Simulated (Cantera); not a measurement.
Gas mixture: 17.5 % N2O, 82.5 % O2, at 1.00 bar, frozen composition.

Cantera's kinetic-theory transport with the Lennard-Jones parameters of GRI-Mech 3.0, ideal gas; thermal conductivity in the multicomponent form. The composition is frozen, though it would react at the higher temperatures.

One state of this run: ρ (kg/m³) = 0.205; cp (J/kg/K) = 1229; μ (µPa s) = 72.8; λ (mW/m/K) = 125; Pr = 0.717; D (cm²/s) H = 31.5; D (cm²/s) H2O = 6.68; D (cm²/s) NO = 4.90. D: mixture-averaged diffusion coefficient of that species in the mixture.

Task: Which value of T (K) does it belong to?
A. 2000
B. 400
C. 1200
D. 800

Result: A, 2000
